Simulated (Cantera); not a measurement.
Input: 1 mol CS₂, a varied amount of H₂O, 6.1 mol H₂, equilibrated at 1348 K and 6.00 mbar.

Equilibrium computed with Cantera from the NASA thermochemical tables; the gas is ideal and each condensed phase is pure. Candidate condensed phases: C, C₆H₆, C₇H₈, C₈H₁₈, H₂O, H₂SO₄, S; 123 gas species. Kinetics and transport are ignored.

Q: At 5.3 mol H₂O, list the 7 most abundant gas species with their mole fractions, and the condensed phases.

A: H₂ 0.500, H₂O 0.311, H₂S 0.0661, CO 0.0583, S₂ 0.0429, CO₂ 0.0185, SH 0.00121. Condensed: gas only.
